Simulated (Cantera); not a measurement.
# Equilibrium for carbothermic reduction: PbO + C + H₂

A closed system holds: 1 mol PbO, 0.78 mol C, 0.35 mol H₂, equilibrated at 133 Pa.

Equilibrium computed with Cantera from the NASA thermochemical tables; the gas is ideal and each condensed phase is pure. Candidate condensed phases: C, C₆H₆, C₇H₈, C₈H₁₈, H₂O, Pb, PbO, PbO₂, Pb₃O₄; 113 gas species. Kinetics and transport are ignored.

From 1050 °C to 2400 °C nothing is condensed. The main Pb-bearing gas is Pb throughout.

```tsv
T (°C)	x Pb	x CO	x H	x H₂	x CO₂	x H₂O	x O	x OH
1050	0.469	0.307	1.51e-5	0.121	0.0597	0.0436	9.34e-12	7.88e-8
1200	0.469	0.312	0.000118	0.115	0.0540	0.0492	1.17e-9	1.31e-6
1350	0.469	0.317	0.000629	0.110	0.0495	0.0535	5.99e-8	1.28e-5
1500	0.468	0.320	0.00254	0.106	0.0460	0.0567	1.57e-6	8.40e-5
1650	0.467	0.321	0.00820	0.101	0.0432	0.0583	2.47e-5	0.000407
1800	0.462	0.321	0.0220	0.0931	0.0409	0.0575	0.000262	0.00154
1950	0.453	0.317	0.0498	0.0805	0.0381	0.0517	0.00198	0.00462
2100	0.435	0.311	0.0964	0.0635	0.0310	0.0369	0.0102	0.00994
2250	0.410	0.304	0.158	0.0430	0.0184	0.0163	0.0307	0.0127
2400	0.388	0.296	0.211	0.0226	0.00780	0.00395	0.0551	0.00921
```
x: gas mole fraction; nothing condenses.
